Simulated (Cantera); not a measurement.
An adiabatic, constant-volume homogeneous reactor starts with CH₄ : C₂H₆ : O₂ : N₂ = 1 : 0.14 : 4.53 : 17 (molar parts), equivalence ratio 0.55, at 1250 K and 0.197 atm. Integrator tolerance rtol = 1e-08.

Detailed kinetics in Cantera: GRI-Mech 3.0 (53 species, 325 reactions).

Question: What does this change do: pressure from 0.197 atm to 4.93 atm?

Answer: 
| quantity | before | after |
|---|---|---|
| time of steepest temperature rise | 5.22 ms | 0.668 ms |
| temperature at 2.00 s | 2454 K | 2563 K |
| equilibrium temperature | 2454 K | 2563 K |
| x(CH₄) at 2.00 s | <1e-12 (gas-phase equilibrium <1e-12) | <1e-12 (gas-phase equilibrium <1e-12) |
| x(C₂H₆) at 2.00 s | <1e-12 (gas-phase equilibrium <1e-12) | <1e-12 (gas-phase equilibrium <1e-12) |
| x(O₂) at 2.00 s | 0.0821 (gas-phase equilibrium 0.0821) | 0.0807 (gas-phase equilibrium 0.0807) |
| x(CH₂O) at 2.00 s | 3.08e-12 (gas-phase equilibrium 3.08e-12) | 1.10e-11 (gas-phase equilibrium 1.10e-11) |
| x(H₂O) at 2.00 s | 0.0957 (gas-phase equilibrium 0.0957) | 0.101 (gas-phase equilibrium 0.101) |

Question: What does this change do: pressure from 0.197 atm to 5.82 atm?

Answer: 
```
quantity                                                              before                                      after
---------------------------------  -----------------------------------------  -----------------------------------------
time of steepest temperature rise                                    5.22 ms                                   0.608 ms
temperature at 2.00 s                                                 2454 K                                     2567 K
equilibrium temperature                                               2454 K                                     2567 K
x(CH₄) at 2.00 s                       <1e-12 (gas-phase equilibrium <1e-12)      <1e-12 (gas-phase equilibrium <1e-12)
x(C₂H₆) at 2.00 s                      <1e-12 (gas-phase equilibrium <1e-12)      <1e-12 (gas-phase equilibrium <1e-12)
x(O₂) at 2.00 s                        0.0821 (gas-phase equilibrium 0.0821)      0.0807 (gas-phase equilibrium 0.0807)
x(CH₂O) at 2.00 s                  3.08e-12 (gas-phase equilibrium 3.08e-12)  1.15e-11 (gas-phase equilibrium 1.15e-11)
x(H₂O) at 2.00 s                       0.0957 (gas-phase equilibrium 0.0957)        0.101 (gas-phase equilibrium 0.101)
```
